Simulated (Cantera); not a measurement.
Cantera run, input and output.

```python
import numpy as np
import cantera as ct

gas = ct.Solution("gri30.yaml")
gas.TPX = 1000, 500000, {'CH4': 1, 'O2': 2.41, 'N2': 20}
reactor = ct.IdealGasReactor(gas, energy="on", clone=False)
net = ct.ReactorNet([reactor])
net.rtol, net.atol = 1e-08, 1e-16
show = ['CH4', 'O2', 'HCN', 'CO2', 'CH3', 'C2H']
times = np.geomspace(8e-06, 2, 15)

steps = ct.SolutionArray(gas, extra=["t"])
rows = []
print(f"{'t/s':>10s}{'T/K':>9s}{'P/Pa':>11s}" + "".join(f"{s:>11s}" for s in show))
for t in times:
    while net.time < t:
        t_next = net.step()
        steps.append(gas.state, t=t_next)
    rows.append([np.interp(t, steps.t, y) for y in (steps.T, steps.P, *steps(*show).X.T)])
    print(f"{t:10.3e}{rows[-1][0]:9.1f}{rows[-1][1]:11.4g}" + "".join(f"{x:11.3e}" for x in rows[-1][2:]))
rate = np.gradient(steps.T, steps.t)
print("integrator steps:", len(steps.t))
if steps.T.max() > steps.T[0] + 200:
    print(f"time of steepest temperature rise: {steps.t[rate.argmax()]:.4e} s")
gas.TPX = 1000, 500000, {'CH4': 1, 'O2': 2.41, 'N2': 20}
gas.equilibrate("UV")
print(f"equilibrium (UV): T = {gas.T:.1f} K  " + "  ".join(f"{s} {gas[s].X[0]:.3e}" for s in show))
```

Output:

```
       t/s      T/K       P/Pa        CH4         O2        HCN        CO2        CH3        C2H
 8.000e-06   1000.0      5e+05  4.272e-02  1.029e-01  9.729e-31  2.677e-21  8.458e-11  3.427e-46
 1.944e-05   1000.0      5e+05  4.272e-02  1.029e-01  5.840e-30  4.147e-20  2.058e-10  6.371e-44
 4.723e-05   1000.0      5e+05  4.272e-02  1.029e-01  3.422e-29  5.753e-19  5.015e-10  5.637e-42
 1.148e-04   1000.0      5e+05  4.272e-02  1.029e-01  2.036e-28  8.260e-18  1.228e-09  5.714e-40
 2.788e-04   1000.0      5e+05  4.272e-02  1.029e-01  1.215e-27  1.197e-16  3.041e-09  6.139e-38
 6.775e-04   1000.0      5e+05  4.272e-02  1.029e-01  7.528e-27  1.881e-15  7.751e-09  9.545e-36
 1.646e-03   1000.0      5e+05  4.272e-02  1.029e-01  5.069e-26  3.372e-14  2.123e-08  2.305e-33
 4.000e-03   1000.0      5e+05  4.272e-02  1.029e-01  4.279e-25  7.784e-13  6.610e-08  1.055e-30
 9.719e-03   1000.0      5e+05  4.272e-02  1.029e-01  4.954e-24  1.765e-11  1.785e-07  4.831e-28
 2.362e-02   1000.0      5e+05  4.271e-02  1.029e-01  3.575e-23  1.440e-10  2.432e-07  3.049e-26
 5.738e-02   1000.1  5.001e+05  4.270e-02  1.029e-01  1.861e-22  7.444e-10  3.100e-07  8.697e-25
 1.394e-01   1000.6  5.003e+05  4.264e-02  1.029e-01  2.208e-21  9.202e-09  5.162e-07  7.310e-23
 3.388e-01   2176.6  1.089e+06  6.025e-20  1.729e-02  2.660e-13  4.219e-02  1.247e-19  8.844e-28
 8.231e-01   2168.2  1.085e+06  5.847e-20  1.584e-02  3.329e-13  4.219e-02  1.162e-19  6.747e-28
 2.000e+00   2168.2  1.085e+06  5.846e-20  1.583e-02  3.331e-13  4.219e-02  1.161e-19  6.736e-28
integrator steps: 2624
time of steepest temperature rise: 3.2642e-01 s
equilibrium (UV): T = 2168.2 K  CH4 8.487e-20  O2 1.583e-02  HCN 3.331e-13  CO2 4.219e-02  CH3 1.686e-19  C2H 7.771e-28
```

Model: GRI-Mech 3.0 (53 species, 325 reactions), integrated in Cantera.
